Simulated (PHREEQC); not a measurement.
A made-up water analysis in mmol/kgw, 4 °C, pH 6.92, pe 1.1:

| constituent | mmol/kgw |
|---|---|
| Na | 0.000878 |
| K | 2.2e-05 |
| Ca | 0.000346 |
| Mg | 6.42e-05 |
| Cl | 0.000307 |
| S(6) | 4.69e-05 |
| Alkalinity (meq/kgw) | 0.0013 |
| Ba | 5.59e-07 |
| Si | 3.02e-06 |

Valence states are taken as typed.

Equilibrium calculation in PHREEQC: ion-association model, phreeqc.dat.

* **ionic strength**: 2.29e-6 mol/kgw
* **charge-balance error**: 0.6 %

```csv
species,molality,activity,log γ
HCO3-,1.41e-6,1.40e-6,-0.001
Na+,8.78e-7,8.76e-7,-0.001
CO2,5.69e-7,5.69e-7,0.000
Ca+2,3.46e-7,3.44e-7,-0.003
Cl-,3.07e-7,3.06e-7,-0.001
H+,1.20e-7,1.20e-7,-0.001
Mg+2,6.42e-8,6.38e-8,-0.003
SO4-2,4.69e-8,4.66e-8,-0.003
```

No solid was allowed to form. Constants without temperature data keep their 25 °C values here.
